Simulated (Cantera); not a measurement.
A Cantera script and what it prints.

```python
import numpy as np
import cantera as ct

gas_names = """
    B BH BH2 BH3 BO BO2 B2 B2O B2O2 B2O3 B3O3H3 H HBO HBO2 HO2 H2 H2O H2O2 H3B3O6 O OH O2 O3
""".split()
cond_names = """
    B(b) B(L) B2O3(L) B3O3H3(cr) H2O(s) H2O(L)
""".split()


# ... load() reads the species with a 1 bar reference pressure and builds the phases ...
atoms = {
    'B2H6': {'B': 2, 'H': 6},
    'H2O': {'H': 2, 'O': 1},
    'H2': {'H': 2},
}
top_T = {}  # K; cautious upper limits of use, not melting points


# ... equilibrate(T, P, feed) seeds the gas with the atoms and calls Mixture.equilibrate('TP', solver="vcs", rtol=1e-11, max_steps=5000) ...
results = []
P = 133.322  # Pa
for T in [1048, 1148, 1248, 1348, 1448, 1548, 1648, 1748, 1848, 1948, 2048, 2148]:
    for m in [0.8, 1.2, 1.9, 2.9, 4.4, 6.7, 10]:
        feed = {'B2H6': 1, 'H2O': m, 'H2': 170}  # mol
        mix = equilibrate(T, P, feed)
        results.append((T, P, feed, dict(zip(mix.species_names, mix.species_moles))))

for T, P, feed, n in results:
    print(f"{T:7g} {feed['H2O']:10.4g}  " + (" + ".join(c for c in cond_names if n.get(c, 0) > 1e-12) or "gas only"))
```

Output:

```
   1048        0.8  B(b) + B2O3(L)
   1048        1.2  B(b) + B2O3(L)
   1048        1.9  B(b) + B2O3(L)
   1048        2.9  B(b) + B2O3(L)
   1048        4.4  B2O3(L)
   1048        6.7  B2O3(L)
   1048         10  B2O3(L)
   1148        0.8  B(b) + B2O3(L)
   1148        1.2  B(b) + B2O3(L)
   1148        1.9  B(b) + B2O3(L)
   1148        2.9  B2O3(L)
   1148        4.4  B2O3(L)
   1148        6.7  B2O3(L)
   1148         10  B2O3(L)
   1248        0.8  B(b)
   1248        1.2  B(b) + B2O3(L)
   1248        1.9  B(b) + B2O3(L)
   1248        2.9  B2O3(L)
   1248        4.4  B2O3(L)
   1248        6.7  B2O3(L)
   1248         10  B2O3(L)
   1348        0.8  B(b)
   1348        1.2  B(b)
   1348        1.9  B(b)
   1348        2.9  B2O3(L)
   1348        4.4  B2O3(L)
   1348        6.7  gas only
   1348         10  gas only
   1448        0.8  B(b)
   1448        1.2  B(b)
   1448        1.9  B(b)
   1448        2.9  gas only
   1448        4.4  gas only
   1448        6.7  gas only
   1448         10  gas only
   1548        0.8  B(b)
   1548        1.2  B(b)
   1548        1.9  B(b)
   1548        2.9  gas only
   1548        4.4  gas only
   1548        6.7  gas only
   1548         10  gas only
   1648        0.8  B(b)
   1648        1.2  B(b)
   1648        1.9  B(b)
   1648        2.9  gas only
   1648        4.4  gas only
   1648        6.7  gas only
   1648         10  gas only
   1748        0.8  B(b)
   1748        1.2  B(b)
   1748        1.9  B(b)
   1748        2.9  gas only
   1748        4.4  gas only
   1748        6.7  gas only
   1748         10  gas only
   1848        0.8  B(b)
   1848        1.2  B(b)
   1848        1.9  B(b)
   1848        2.9  gas only
   1848        4.4  gas only
   1848        6.7  gas only
   1848         10  gas only
   1948        0.8  B(b)
   1948        1.2  B(b)
   1948        1.9  B(b)
   1948        2.9  gas only
   1948        4.4  gas only
   1948        6.7  gas only
   1948         10  gas only
   2048        0.8  B(b)
   2048        1.2  B(b)
   2048        1.9  gas only
   2048        2.9  gas only
   2048        4.4  gas only
   2048        6.7  gas only
   2048         10  gas only
   2148        0.8  B(b)
   2148        1.2  B(b)
   2148        1.9  gas only
   2148        2.9  gas only
   2148        4.4  gas only
   2148        6.7  gas only
   2148         10  gas only
```

Equilibrium computed with Cantera from the NASA thermochemical tables; the gas is ideal and each condensed phase is pure. The feed counts by its element totals alone. Mutual solubility and eutectic melting of coexisting phases are not modelled. Gases not in the tables: H3BO3.
